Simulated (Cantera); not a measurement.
Input: 1 mol Si, 1.6 mol HCl, 1.6 mol N₂, equilibrated at 525 K and 1.00 mbar.

Cantera equilibrium calculation (NASA polynomials, part measured and part estimated; ideal gas, pure solids and liquids). N₂ is the only nitrogen source here; it is nearly inert below about 1500 K, so the nitride shown seldom forms there in practice. The numbers say what is thermodynamically allowed, not how fast it happens.

| species | before | after |
|---|---|---|
| N₂ | 0.456 | 0.450 |
| H₂ | 0.223 | 0.195 |
| SiCl₂ | <1e-9 | 0.188 |
| SiCl₄ | 0.112 | 0.000235 |
| HCl | 0.209 | 0.162 |
| SiCl₃ | <1e-9 | 0.00398 |
| H | <1e-9 | 0.000439 |
| Cl | <1e-9 | 0.000291 |
| SiCl | <1e-9 | 7.82e-5 |
| Si | <1e-9 | 1.40e-5 |
| NH₃ | 1.27e-5 | 3.09e-9 |
| Si₃N₄(s), mol | 0.243 | 0.147 |
Gas species are given as mole fractions.

Question: Name the change that produced these shifts.
(A) temperature from 525 K to 1250 K
(B) pressure from 1.00 mbar to 0.100 bar
(C) temperature from 525 K to 1550 K
(D) N₂ from 1.6 to 38 mol

Answer: C, temperature from 525 K to 1550 K. The tables' values for SiCl₃, SiCl are old estimates; treat these amounts as uncertain
